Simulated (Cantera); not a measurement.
An isothermal, constant-pressure homogeneous reactor starts with NO : N₂ = 1 : 1.5 (molar parts), at 2000 K and 20.0 Torr. Integrator tolerance rtol = 1e-08.

Cantera simulation using GRI-Mech 3.0 (53 species, 325 reactions); the numbers are that mechanism's predictions, not measurements. Radical loss at walls, strong at low pressure, is not modelled.

### Question
What does this change do: pressure from 20.0 Torr to 760 Torr?

### Answer
| quantity | before | after |
|---|---|---|
| x(NO) at 20.0 s | 0.0516 (gas-phase equilibrium 0.00745) | 0.00748 (gas-phase equilibrium 0.00747) |
| x(N₂) at 20.0 s | 0.773 (gas-phase equilibrium 0.796) | 0.796 (gas-phase equilibrium 0.796) |
| x(O₂) at 20.0 s | 0.173 (gas-phase equilibrium 0.195) | 0.196 (gas-phase equilibrium 0.196) |
| x(O) at 20.0 s | 0.00172 (gas-phase equilibrium 0.00182) | 0.000296 (gas-phase equilibrium 0.000296) |
| x(N₂O) at 20.0 s | 7.68e-7 (gas-phase equilibrium 6.87e-8) | 4.25e-7 (gas-phase equilibrium 4.25e-7) |
| x(NO₂) at 20.0 s | 1.32e-5 (gas-phase equilibrium 2.02e-6) | 1.25e-5 (gas-phase equilibrium 1.25e-5) |
